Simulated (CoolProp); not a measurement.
CF4 (R14) at 306.72 K and 1.02 MPa is compressed adiabatically to 4.8 MPa with isentropic efficiency 0.75. Each further row changes one setting.

Computed with CoolProp (reference Helmholtz-energy equation of state, Platzer 1990). This equation is an older, rougher fit.

```
case             work (kJ/kg)  final temperature (K)  final density (kg/m³)
---------------  ------------  ---------------------  ---------------------
as stated          (withheld)                  398.9                    133
efficiency 1       (withheld)                  380.5             (withheld)
efficiency 0.65    (withheld)             (withheld)             (withheld)
```

Complete the blanks.


- as stated, work (kJ/kg): 63.8
- efficiency 1, work (kJ/kg): 47.8
- efficiency 1, final density (kg/m³): 141
- efficiency 0.65, work (kJ/kg): 73.6
- efficiency 0.65, final temperature (K): 410.0
- efficiency 0.65, final density (kg/m³): 128
